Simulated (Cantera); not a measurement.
A closed system holds: 1 mol Ni, 1.7 mol H2S, 8.5 mol N2, equilibrated at 1075 °C.

Equilibrium computed with Cantera from the NASA thermochemical tables; the gas is ideal and each condensed phase is pure. Candidate condensed phases: Ni, NiS, NiS2, Ni3S2, Ni3S4, S; 17 gas species. Kinetics and transport are ignored.

Task: At 0.110 bar, list the 5 most abundant gas species with their mole fractions, and the condensed phases.

Result: N2 0.813, H2 0.113, H2S 0.0488, S2 0.0248, SH 0.000439. Condensed: Ni3S2(l).
